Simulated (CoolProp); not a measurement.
Vapour pressure (MPa) of methane: the reference equation beside estimates from Tc = -82.6 °C, pc = 4.599 MPa, ω = 0.011. Clausius-Clapeyron is anchored at -136.45 °C with a constant enthalpy of vaporisation of 7.293 kJ/mol.

Computed with CoolProp (reference Helmholtz-energy equation of state, Setzmann 1991).

| T (°C) | reference | Lee-Kesler | Clausius-Clapeyron | van der Waals | Redlich-Kwong | Soave-Redlich-Kwong | Peng-Robinson |
|---|---|---|---|---|---|---|---|
| -140.55 | 0.4280 | 0.4279 | 0.4415 | 0.8942 | 0.3823 | 0.4276 | 0.4305 |
| -136.45 | 0.5383 | 0.5389 | 0.5383 | 1.043 | 0.4928 | 0.5397 | 0.5415 |
| -132.35 | 0.6681 | 0.6693 | 0.6489 | 1.208 | 0.6244 | 0.6718 | 0.6722 |
| -128.25 | 0.8193 | 0.8209 | 0.7740 | 1.388 | 0.7791 | 0.8259 | 0.8245 |
| -124.15 | 0.9937 | 0.9957 | 0.9143 | 1.585 | 0.9589 | 1.004 | 1.000 |
| -120.15 | 1.188 | 1.190 | 1.066 | 1.793 | 1.160 | 1.202 | 1.197 |
| -116.05 | 1.414 | 1.416 | 1.239 | 2.023 | 1.395 | 1.433 | 1.425 |
| -111.95 | 1.670 | 1.671 | 1.427 | 2.271 | 1.661 | 1.694 | 1.683 |
| -107.85 | 1.957 | 1.958 | 1.634 | 2.537 | 1.958 | 1.986 | 1.973 |
| -103.75 | 2.278 | 2.278 | 1.858 | 2.822 | 2.290 | 2.312 | 2.297 |

Absolute difference from the reference over all 10 rows, mean and median: Lee-Kesler 0.1 and 0.1 %, Clausius-Clapeyron 9.2 and 9.1 %, van der Waals 59.6 and 55.2 %, Redlich-Kwong 3.9 and 2.9 %, Soave-Redlich-Kwong 1.0 and 1.1 %, Peng-Robinson 0.7 and 0.7 %.
